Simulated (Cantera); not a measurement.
An isothermal, constant-pressure homogeneous reactor starts with C₂H₆ : H₂ = 1 : 2 (molar parts), at 1823 K and 0.0263 atm.

Detailed kinetics in Cantera: GRI-Mech 3.0 (53 species, 325 reactions). GRI-Mech 3.0 stops at C3 and has no aromatics, soot or wall deposition, so with more carbon than oxygen in the feed, carbon stays in small species such as C2H2 where larger ones or solid carbon would form. Radical loss at walls, strong at low pressure, is not modelled.

x: mole fraction; the columns are a selection and need not sum to one.

```
t (s)         x C₂H₆   x H₂     x CH₄      x C₂H₂       x CH₃
--------  ----------  -----  --------  ----------  ----------
1.00e-6        0.330  0.665  0.000105    8.15e-11     0.00447
4.92e-6        0.317  0.659   0.00231     9.16e-8      0.0194
2.42e-5        0.222  0.633    0.0384    0.000242      0.0665
0.000119      0.0118  0.581     0.210      0.0348      0.0723
0.000585  (withheld)  0.644     0.196  (withheld)  (withheld)
0.00288     0.000126  0.682     0.159       0.145     0.00632
0.0141       4.66e-5  0.724     0.104       0.166     0.00379
0.0695       6.64e-6  0.773    0.0347       0.189     0.00152
0.342        2.40e-7  0.794   0.00560       0.198    0.000317
1.68         7.91e-9  0.797  0.000942       0.199     5.65e-5
8.27         2.10e-9  0.798  0.000419       0.200     2.52e-5
40.7         2.06e-9  0.798  0.000413       0.200     2.49e-5
200          2.06e-9  0.798  0.000413       0.200     2.49e-5
```

Problem. What belongs in the gaps?

Solution. 
- 0.000585, x C₂H₆: 0.000560
- 0.000585, x C₂H₂: 0.111
- 0.000585, x CH₃: 0.0167
